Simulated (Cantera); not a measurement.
Cantera run:

```python
import numpy as np
import cantera as ct

gas_names = """
    H HO2 H2 H2O H2O2 H2S H2SO4 O OH O2 O3 S SH SO SO2 SO3 S2 S2O S8
""".split()
cond_names = """
    H2O(s) H2O(L) H2SO4(L) S(cr1) S(cr2) S(L)
""".split()


def load(file, names, dense=False):
    # The tables refer to 1 bar. Condensed volumes are neglected.
    table = {s.name: s for s in ct.Species.list_from_file(file)}
    out = []
    for n in names:
        d = dict(table[n].input_data)
        d["thermo"] = dict(d["thermo"], **{"reference-pressure": 1e5})
        if dense:
            d["equation-of-state"] = {"model": "constant-volume", "density": "1e6 g/cm^3"}
        out.append(ct.Species.from_dict(d))
    return out


gas = ct.Solution(thermo="ideal-gas", species=load("nasa_gas.yaml", gas_names))
cond = {s.name: ct.Solution(thermo="fixed-stoichiometry", species=[s], name=s.name)
        for s in load("nasa_condensed.yaml", cond_names, dense=True)}
atoms = {
    'SO2': {'S': 1, 'O': 2},
    'H2O': {'H': 2, 'O': 1},
    'H2': {'H': 2},
}
top_T = {}  # K; cautious upper limits of use, not melting points


def equilibrate(T, P, feed):
    n = {}
    for name, mol in feed.items():
        for a, k in atoms[name].items():
            n[a] = n.get(a, 0.0) + k * mol
    gas.TPX = T, P, n
    mass = sum(n.values()) * gas.mean_molecular_weight
    gas.equilibrate("TP")
    valid = [c for c in cond.values() if c.min_temp <= T <= top_T.get(c.name, c.max_temp)]
    mix = ct.Mixture([(gas, mass / gas.mean_molecular_weight)] + [(c, 0.0) for c in valid])
    mix.T, mix.P = T, P
    mix.equilibrate("TP", solver="vcs", rtol=1e-11, max_steps=5000)
    return mix


results = []
T = 1173.15  # K
P = 10000  # Pa
for m in [0.16, 0.26, 0.42, 0.68, 1.1, 1.7, 2.8, 4.5, 7.2]:
    feed = {'SO2': 1, 'H2O': m, 'H2': 0.67}  # mol
    mix = equilibrate(T, P, feed)
    results.append((T, P, feed, dict(zip(mix.species_names, mix.species_moles))))

top = {s: max(r[3][s] / sum(r[3][g] for g in gas_names) for r in results) for s in gas_names}
cols = sorted((s for s in top if top[s] > 1e-05), key=lambda s: -top[s])[:9]
seen = [c for c in cond_names if any(r[3].get(c, 0) > 1e-12 for r in results)]
print("log10 of partial pressures in bar; condensed amounts in mol")
print(f"{'n(H2O)':>10s}" + "".join(f"{s[:9]:>10s}" for s in cols + seen))
for T, P, feed, n in results:
    ng = sum(n[g] for g in gas_names)
    print(f"{feed['H2O']:10.4g}" + "".join(f"{np.log10(max(n[s] / ng * P / 1e5, 1e-99)):10.3f}" for s in cols)
          + "".join(f"{n.get(c, 0):10.4g}" for c in seen))
```

It prints:

```
log10 of partial pressures in bar; condensed amounts in mol
    n(H2O)       H2O       SO2        S2       H2S        H2       S2O        SO        SH
      0.16    -1.322    -1.385    -2.078    -2.752    -3.151    -3.515    -4.456    -5.126
      0.26    -1.298    -1.409    -2.110    -2.740    -3.123    -3.551    -4.476    -5.128
      0.42    -1.266    -1.445    -2.159    -2.727    -3.086    -3.606    -4.506    -5.134
      0.68    -1.228    -1.497    -2.232    -2.717    -3.039    -3.686    -4.550    -5.147
       1.1    -1.186    -1.569    -2.335    -2.716    -2.987    -3.800    -4.612    -5.173
       1.7    -1.148    -1.653    -2.461    -2.731    -2.939    -3.936    -4.685    -5.211
       2.8    -1.109    -1.772    -2.648    -2.773    -2.888    -4.136    -4.792    -5.280
       4.5    -1.079    -1.904    -2.875    -2.847    -2.848    -4.373    -4.914    -5.373
       7.2    -1.057    -2.050    -3.153    -2.960    -2.822    -4.653    -5.057    -5.499
```

These are equilibrium values from Cantera (NASA tables, ideal gas, pure condensed phases), not measurements of a reactor. Gases not in the tables: S3 to S7.
